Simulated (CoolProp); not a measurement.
Vapour-liquid equilibrium of n-heptane (1) + o-xylene (2) at 145.05 °C; x and y are mole fractions of (1).

Model: multi-fluid Helmholtz-energy mixture model, Span 2003 and Zhou 2012; pair parameters Bell 2016, in CoolProp.

| x | bubble pressure (MPa) | y at the bubble point | dew pressure at overall composition x (MPa) | liquid density (mol/L) |
|---|---|---|---|---|
| 0.05 | 0.1193 | 0.171 | 0.1074 | 7.153 |
| 0.15 | 0.1485 | 0.392 | 0.1170 | 6.979 |
| 0.25 | 0.1747 | 0.532 | 0.1284 | 6.809 |
| 0.35 | 0.1985 | 0.632 | 0.1420 | 6.643 |
| 0.45 | 0.2208 | 0.710 | 0.1584 | 6.480 |
| 0.55 | 0.2421 | 0.775 | 0.1786 | 6.322 |
| 0.65 | 0.2627 | 0.831 | 0.2033 | 6.168 |
| 0.75 | 0.2831 | 0.883 | 0.2336 | 6.017 |
| 0.85 | 0.3036 | 0.931 | 0.2699 | 5.869 |
| 0.95 | 0.3243 | 0.977 | 0.3120 | 5.725 |

No azeotrope shows between x = 0.05 and 0.95.

Pair parameters are fitted to limited data, so mixtures are less certain than the pure fluids.
